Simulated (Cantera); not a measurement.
A perfectly stirred reactor is fed with N2O = 1 (molar parts), at 0.908 atm; it is held at 1473 K, and followed from long to short residence time.

Cantera simulation using GRI-Mech 3.0 (53 species, 325 reactions); the numbers are that mechanism's predictions, not measurements. GRI-Mech 3.0 was tuned for natural gas; its chemistry of N2O as a main component is partial and can be far from experiment. The temperature is held fixed by assumption; the heat of reaction is taken as removed at once.

x: mole fraction; the columns are a selection and need not sum to one.

```csv
τ (s),x N2O,x NO,x O,x O2,x NO2,x N2
0.58,0.0451,0.0767,1.84e-5,0.279,?,0.598
0.32,0.0746,0.0870,2.29e-5,0.264,0.000554,0.573
0.17,0.124,0.0950,2.83e-5,0.244,0.000602,0.536
0.093,0.195,0.0973,3.37e-5,0.219,0.000613,0.488
0.050,0.299,0.0925,3.89e-5,0.187,0.000577,0.421
0.027,0.429,0.0801,4.35e-5,0.150,?,0.340
0.015,0.567,0.0633,4.68e-5,0.112,?,0.257
0.0081,0.703,0.0446,4.92e-5,0.0766,?,0.176
0.0044,0.811,0.0288,5.07e-5,0.0485,?,0.112
```

### Question
What belongs in the gaps?

### Answer

- 0.58, x NO2: 0.000491
- 0.027, x NO2: 0.000493
- 0.015, x NO2: 0.000382
- 0.0081, x NO2: 0.000260
- 0.0044, x NO2: 0.000159
